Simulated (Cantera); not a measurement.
Charge: 1 mol C3H8, 0.1 mol NH3, 6 mol H2, held at 5.90 bar.

Cantera equilibrium calculation (NASA polynomials, part measured and part estimated; ideal gas, pure solids and liquids). Candidate condensed phases: C, C6H6, C7H8, C8H18; 92 gas species. Kinetics and transport are ignored. All values below are at 1300 °C.

Base state: H2 0.984, CH4 0.0105, N2 0.00488, HCN 0.000120, C2H2 (acetylene) 2.03e-5, NH3 2.02e-5, C2H4 1.68e-5, H 1.66e-5 (mole fractions); condensed: C(graphite).

**Question.** What changes in the equilibrium state with this change: pressure from 5.90 bar to 0.100 bar?

**Answer.** 
| species | before | after |
|---|---|---|
| H2 | 0.984 | 0.995 |
| N2 | 0.00488 | 0.00484 |
| CH4 | 0.0105 | 0.000182 |
| H | 1.66e-5 | 0.000128 |
| NH3 | 2.02e-5 | 3.47e-7 |
| C2H4 | 1.68e-5 | 2.90e-7 |
| C2H2 (acetylene) | 2.03e-5 | 2.05e-5 |
| HCN | 0.000120 | 0.000120 |
| C(graphite), mol | 2.89 | 3.00 |
